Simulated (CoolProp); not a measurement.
Saturation properties of methane.

The numbers come from the reference Helmholtz-energy equation of state, Setzmann 1991 in CoolProp.

```
T (°C)   p (kPa)  liquid cp (kJ/(kg K))  liquid viscosity (µPa s)
-------  -------  ---------------------  ------------------------
-120.75     1157                  4.122                      55.0
-118.75     1262                  4.192                      53.1
-116.75     1374                  4.270                      51.3
-114.75     1492                  4.357                      49.5
-112.75     1618                  4.456                      47.7
-110.75     1751                  4.569                      46.0
-108.75     1891                  4.698                      44.3
-106.75     2040                  4.847                      42.6
-104.75     2197                  5.023                      40.9
-102.75     2362                  5.232                      39.2
-100.85     2527                  5.472                      37.7
-98.85      2710                  5.783                      36.0
-96.85      2903                  6.178                      34.3
-94.85      3105                  6.699                      32.6
```

It boils at -161.5 °C under 1 atm.

Viscosity comes from a separate model (Quiñones-Cisneros 2006).
